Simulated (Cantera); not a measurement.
A freely propagating, adiabatic, planar premixed flame of CH3OH : O2 : N2 = 1 : 1.07 : 4.03 (molar parts), equivalence ratio 1.4, unburnt at 500 K and 100.0 Torr; mixture-averaged transport, grid criteria slope 0.08 and curve 0.16, no radiation.

Cantera simulation using GRI-Mech 3.0 (53 species, 325 reactions); the numbers are that mechanism's predictions, not measurements. GRI-Mech 3.0 was tuned for natural gas; its chemistry of methanol as a main component is partial and can be far from experiment. Burning velocities carry a grid error of a few per cent, more on coarse grids.

### Question
Predict: laminar burning velocity; thermal thickness; peak x(CO); peak x(CH2CO); peak x(CH3).

### Answer
* **laminar burning velocity**: 133 cm/s
* **thermal thickness**: 1.53 mm
* **peak x(CO)**: 0.108
* **peak x(CH2CO)**: 2.26e-5
* **peak x(CH3)**: 0.000473
